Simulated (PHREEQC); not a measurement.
1 kg of water holding 0.0039 mol/kgw NaCl, 0.15 mol/kgw SrCl2 and 0.012 mol/kgw KCl is evaporated at 25 °C; the solids stay in contact with the brine. The system is closed to CO2. Only these solids could form: Halite, Sylvite.

Computed with PHREEQC (Pitzer model, pitzer.dat).

```csv
water left (kg),ionic strength,water activity,K in solution (mol/kgw),Cl in solution (mol/kgw),Na in solution (mol/kgw)
1,0.466,0.993,0.0120,0.316,0.00390
0.8219,0.567,0.991,0.0146,0.384,0.00475
0.6755,0.690,0.989,0.0178,0.468,0.00577
0.5552,0.839,0.987,0.0216,0.569,0.00702
0.4563,1.02,0.983,0.0263,0.692,0.00855
0.375,1.24,0.980,0.0320,0.842,0.0104
0.3082,1.51,0.975,0.0389,1.02,0.0127
0.2533,1.84,0.969,0.0474,1.25,0.0154
0.2082,2.24,0.961,0.0576,1.52,0.0187
0.1711,2.72,0.951,0.0701,1.85,0.0228
0.1407,3.31,0.938,0.0853,2.25,0.0277
0.1156,4.03,0.921,0.104,2.73,0.0337
0.09502,4.90,0.898,0.126,3.32,0.0410
0.07809,5.97,0.867,0.154,4.05,0.0499
0.06418,7.26,0.825,0.187,4.92,0.0608
0.05275,8.83,0.770,0.227,5.99,0.0739
```
